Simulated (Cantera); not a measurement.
Diamond growth

A diamond (100) surface in a fixed gas of H2 with x(CH4) = 0.015, x(H) = 0.013, at 1325 K, 3400 Pa; coverages are run to steady state.

Cantera simulation using the Harris–Goodwin 1993 mechanism for the reconstructed diamond (100) surface; the numbers are that mechanism's predictions, not measurements.

```csv
x(CH3),growth (µm/h),θ c6HH,θ c6H*,θ c6*H,θ c6**,θ c6HM
1e-06,0.00887,0.366,0.0520,0.532,0.0501,9.88e-7
2.5e-06,0.0222,0.366,0.0520,0.532,0.0501,2.47e-6
6.5e-06,0.0576,0.366,0.0520,0.532,0.0501,6.42e-6
1.7e-05,0.151,0.366,0.0520,0.532,0.0501,1.68e-5
4.2e-05,0.372,0.366,0.0520,0.532,0.0501,4.15e-5
0.00011,0.974,0.366,0.0519,0.532,0.0500,0.000109
0.00027,2.38,0.366,0.0519,0.532,0.0499,0.000266
0.00069,6.05,0.365,0.0519,0.531,0.0494,0.000677
0.0018,15.5,0.365,0.0517,0.530,0.0484,0.00175
```
θ: site fractions in the mechanism's names (c6HH fully hydrogenated, c6H* and c6*H radical sites, c6** diradical, c6HM methylated).
